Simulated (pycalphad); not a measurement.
## Effect of B content in Ti-Hf-B

Source of the numbers: pycalphad with the COST 507 light-alloy database (1999); pressure 1 atm. The database dates from 1999; later assessments differ in places, in temperatures and in the compounds included. Phase fractions are per mole of atoms.

```json
[
 {"alloy": "Ti-4.52Hf-0.07B (at.%)", "liquidus (K)": "1931", "first solid": "bcc", "solidus (K)": "1893", "phases at 1250 K": "bcc 1.00"},
 {"alloy": "Ti-4.52Hf-0.14B (at.%)", "liquidus (K)": "1929", "first solid": "bcc", "solidus (K)": "1856", "phases at 1250 K": "bcc 1.00, BM under 0.01"},
 {"alloy": "Ti-4.52Hf-0.28B (at.%)", "liquidus (K)": "1926", "first solid": "bcc", "solidus (K)": "1815", "phases at 1250 K": "bcc 1.00, BM under 0.01"},
 {"alloy": "Ti-4.52Hf-0.42B (at.%)", "liquidus (K)": "1923", "first solid": "bcc", "solidus (K)": "1815", "phases at 1250 K": "bcc 0.99, BM 0.01"},
 {"alloy": "Ti-4.52Hf-0.56B (at.%)", "liquidus (K)": "1920", "first solid": "bcc", "solidus (K)": "1815", "phases at 1250 K": "bcc 0.99, BM 0.01"},
 {"alloy": "Ti-4.52Hf-1.12B (at.%)", "liquidus (K)": "1909", "first solid": "bcc", "solidus (K)": "1815", "phases at 1250 K": "bcc 0.98, BM 0.02"}
]
```

Database names, with the compositions (at.%) that they take in these runs: BM: Ti 50 B 50.
